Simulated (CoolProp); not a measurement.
A closed Brayton cycle with nitrogen: compressor inlet 314.15 K and 0.54 MPa, high pressure 1.65 MPa, turbine inlet 880 K, compressor efficiency 0.8, turbine efficiency 0.93, recuperator effectiveness 0.95 (on enthalpy, no pinch check). Each further row changes one setting.

Computed with CoolProp (reference Helmholtz-energy equation of state, Span 2000).

```
case                           thermal efficiency (%)  net work (kJ/kg)  compressor to turbine work  compressor exit (K)  turbine exit (K)
-----------------------------  ----------------------  ----------------  --------------------------  -------------------  ----------------
as stated                                        33.2              82.1                        0.65                461.4             669.4
turbine inlet 830 K                              29.5              68.4                        0.69                461.4             629.7
compressor inlet 324.15 K                        31.3              77.2                        0.67                475.9             669.4
high pressure 1.4 MPa                            35.2              77.5                        0.62                436.8             697.1
recuperator effectiveness 0.5                    23.6              82.1                        0.65                461.4             669.4
```
